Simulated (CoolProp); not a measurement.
c-C4F8 (RC318) along the isotherm 246.6 K: Z from the reference equation and from simpler models built on Tc = 388.4 K, pc = 2.778 MPa, ω = 0.355; each cubic takes its own stable root.

Model: reference Helmholtz-energy equation of state, Platzer 1990, in CoolProp. This equation is an older, rougher fit; its heat capacities, sound speeds and derivatives of the liquid may be far off and weren't checked against measurements.

```csv
p (MPa),phase,reference
0.347,liquid,0.02007
0.694,liquid,0.04011
1.04,liquid,0.06006
1.39,liquid,0.08021
1.74,liquid,0.1003
2.08,liquid,0.1199
2.43,liquid,0.1399
2.78,liquid,0.1600
3.12,liquid,0.1794
3.47,liquid,0.1994
3.82,liquid,0.2194
4.17,liquid,0.2393
```

How far does each simpler model (Redlich-Kwong, Soave-Redlich-Kwong, Peng-Robinson) lie from the reference over these 12 states: mean and median of the absolute difference, and the worst?


- Redlich-Kwong: mean 10.4 %, median 10.4 %, worst +11.1 % at 246.6 K and 0.347 MPa
- Soave-Redlich-Kwong: mean 5.6 %, median 5.6 %, worst +5.9 % at 246.6 K and 0.347 MPa
- Peng-Robinson: mean 6.3 %, median 6.4 %, worst -6.4 % at 246.6 K and 4.17 MPa
